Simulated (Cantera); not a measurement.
A closed system holds: 1 mol Si2H6, 1 mol NO, 2.5 mol N2, held at 3600 Pa.

Cantera equilibrium calculation (NASA polynomials, part measured and part estimated; ideal gas, pure solids and liquids). Candidate condensed phases: H2O, Si, SiO2, Si2N2O, Si3N4; 35 gas species. The feed counts by its element totals alone. Mutual solubility and eutectic melting of coexisting phases are not modelled. Gases not in the tables: Si2H6 and higher silanes. Rates play no part.

log p: log10 of the partial pressure in bar; n: condensed amount in mol.

```
T (°C)  log p H2  log p N2  log p SiO  log p H  log p Si  log p SiH2  n Si2N2O(s)  n Si3N4(s)
------  --------  --------  ---------  -------  --------  ----------  -----------  ----------
1002       -1.67     -1.84     -10.45    -6.97      <-13      -12.14         1.00           0
1077       -1.67     -1.84      -9.13    -6.46    -12.31      -11.03         1.00           0
1152       -1.67     -1.84      -7.95    -6.00    -10.90      -10.04        1.000           0
1227       -1.67     -1.84        ___      ___       ___         ___        1.000           0
1302       -1.67     -1.84      -5.93    -5.21     -8.49       -8.34        1.000           0
1377       -1.67     -1.84        ___      ___       ___         ___        0.999         ___
1452       -1.67     -1.84      -4.28    -4.56     -6.51       -6.94        0.993     0.00243
1527       -1.67     -1.84      -3.55    -4.28     -5.64       -6.34        0.961      0.0129
```

### Question
Fill in the missing entries.

### Answer

- 1377, log p SiO: -5.07
- 1377, log p H: -4.87
- 1377, log p Si: -7.45
- 1377, log p SiH2: -7.61
- 1377, n Si3N4(s): 0.000394
- 1227, log p SiO: -6.89
- 1227, log p H: -5.59
- 1227, log p Si: -9.63
- 1227, log p SiH2: -9.15
